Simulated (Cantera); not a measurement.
Feed: 1 mol Si2Cl6, 0.13 mol NH3, 96 mol N2, equilibrated at 1498.15 K.

Cantera equilibrium calculation (NASA polynomials, part measured and part estimated; ideal gas, pure solids and liquids). Candidate condensed phases: NH4Cl, Si, Si3N4; 28 gas species. The feed counts by its element totals alone. The tables' values for SiCl3 are old estimates; treat these amounts as uncertain. The numbers say what is thermodynamically allowed, not how fast it happens.

x: gas mole fraction; n: condensed amount in mol.

| P (Pa) | x N2 | x SiCl2 | x Cl | x SiCl4 | x SiCl3 | x HCl | x H2 | n Si3N4(s) |
|---|---|---|---|---|---|---|---|---|
| 5 | 0.963 | 0.0173 | 0.0127 | 0.000733 | 0.00200 | 0.00391 | 3.66e-7 | 0 |
| 26 | 0.970 | ? | ? | ? | 0.00370 | 0.00394 | ? | 0 |
| 140 | 0.974 | 0.0108 | 0.00154 | 0.00528 | 0.00422 | 0.00395 | 9.05e-7 | 0 |
| 710 | 0.975 | 0.0101 | 0.000330 | 0.00586 | 0.00431 | 0.00395 | 3.89e-6 | 0 |
| 3700 | 0.976 | 0.00998 | 6.46e-5 | 0.00600 | 0.00433 | 0.00392 | 1.92e-5 | 0 |
| 19000 | 0.978 | ? | ? | ? | 0.00383 | 0.00390 | ? | ? |
| 100000 | 0.980 | 0.00155 | 8.49e-6 | 0.0118 | 0.00240 | 0.00390 | 4.06e-5 | 0.154 |

Question: Complete the blanks.

Answer: 
- 26, x SiCl2: 0.0132
- 26, x Cl: 0.00594
- 26, x SiCl4: 0.00331
- 26, x H2: 3.26e-7
- 19000, x SiCl2: 0.00535
- 19000, x Cl: 2.08e-5
- 19000, x SiCl4: 0.00876
- 19000, x H2: 3.57e-5
- 19000, n Si3N4(s): 0.0799
